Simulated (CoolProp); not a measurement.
o-xylene along the isobar 20.8 MPa: density (kg/m³) from the reference equation and from simpler models built on Tc = 357.1 °C, pc = 3.737 MPa, ω = 0.312; each cubic takes its own stable root.

Computed with CoolProp (reference Helmholtz-energy equation of state, Zhou 2012).

```tsv
T (°C)	phase	reference	van der Waals	Redlich-Kwong	Peng-Robinson
236.25	liquid	720.3	465.9	(withheld)	731.4
241.75	liquid	715.6	464.1	632.6	726.5
247.15	liquid	710.9	462.4	628.7	721.6
252.65	liquid	706.1	460.6	624.8	(withheld)
258.05	liquid	701.3	(withheld)	620.9	711.6
263.55	liquid	696.4	457.0	616.9	706.4
268.95	liquid	691.6	455.3	613.0	701.2
274.45	liquid	686.7	453.5	609.0	(withheld)
279.85	liquid	681.8	451.7	605.0	690.7
285.35	liquid	676.8	449.9	601.0	685.2
290.75	liquid	671.8	448.1	596.9	679.8
296.25	liquid	666.7	446.2	592.9	674.2
301.65	liquid	661.7	444.4	588.8	668.7
```

Question: What belongs in the gaps?

Answer: 
- 236.25, Redlich-Kwong: 636.5
- 252.65, Peng-Robinson: 716.6
- 258.05, van der Waals: 458.8
- 274.45, Peng-Robinson: 695.9
